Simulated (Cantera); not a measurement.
Cantera run, input and output.

```python
import numpy as np
import cantera as ct

gas = ct.Solution("gri30.yaml")
gas.TPX = 1300, 100000, {'CH4': 1, 'H2O': 0.78}
reactor = ct.IdealGasConstPressureReactor(gas, energy="off", clone=False)
net = ct.ReactorNet([reactor])
net.rtol, net.atol = 1e-08, 1e-18
show = ['CH4', 'H2O', 'CH2', 'O', 'CO']
times = np.geomspace(1e-06, 3, 10)

steps = ct.SolutionArray(gas, extra=["t"])
rows = []
print(f"{'t/s':>10s}{'T/K':>9s}{'P/Pa':>11s}" + "".join(f"{s:>11s}" for s in show))
for t in times:
    while net.time < t:
        t_next = net.step()
        steps.append(gas.state, t=t_next)
    rows.append([np.interp(t, steps.t, y) for y in (steps.T, steps.P, *steps(*show).X.T)])
    print(f"{t:10.3e}{rows[-1][0]:9.1f}{rows[-1][1]:11.4g}" + "".join(f"{x:11.3e}" for x in rows[-1][2:]))
rate = np.gradient(steps.T, steps.t)
print("integrator steps:", len(steps.t))
if steps.T.max() > steps.T[0] + 200:
    print(f"time of steepest temperature rise: {steps.t[rate.argmax()]:.4e} s")
gas.TPX = 1300, 100000, {'CH4': 1, 'H2O': 0.78}
gas.equilibrate("TP")
print(f"equilibrium (TP): T = {gas.T:.1f} K  " + "  ".join(f"{s} {gas[s].X[0]:.3e}" for s in show))
```

Result:

```
       t/s      T/K       P/Pa        CH4        H2O        CH2          O         CO
 1.000e-06   1300.0      1e+05  5.618e-01  4.382e-01  4.430e-18  1.075e-20  3.608e-26
 5.244e-06   1300.0      1e+05  5.618e-01  4.382e-01  9.947e-17  1.059e-19  1.982e-23
 2.750e-05   1300.0      1e+05  5.618e-01  4.382e-01  2.418e-15  2.191e-18  1.977e-20
 1.442e-04   1300.0      1e+05  5.618e-01  4.382e-01  6.382e-14  5.607e-17  4.170e-17
 7.563e-04   1300.0      1e+05  5.618e-01  4.382e-01  1.321e-12  1.154e-15  1.110e-13
 3.966e-03   1300.0      1e+05  5.618e-01  4.382e-01  3.813e-12  3.328e-15  4.662e-11
 2.080e-02   1300.0      1e+05  5.616e-01  4.382e-01  4.966e-12  4.328e-15  2.572e-09
 1.091e-01   1300.0      1e+05  5.608e-01  4.382e-01  9.854e-12  8.538e-15  1.407e-07
 5.721e-01   1300.0      1e+05  5.555e-01  4.372e-01  1.631e-11  1.357e-14  5.154e-06
 3.000e+00   1300.0      1e+05  5.255e-01  4.293e-01  2.471e-11  1.016e-14  7.231e-05
integrator steps: 754
equilibrium (TP): T = 1300.0 K  CH4 6.523e-02  H2O 8.613e-05  CH2 1.386e-12  O 1.911e-18  CO 2.334e-01
```

Computed with Cantera and GRI-Mech 3.0 (53 species, 325 reactions).
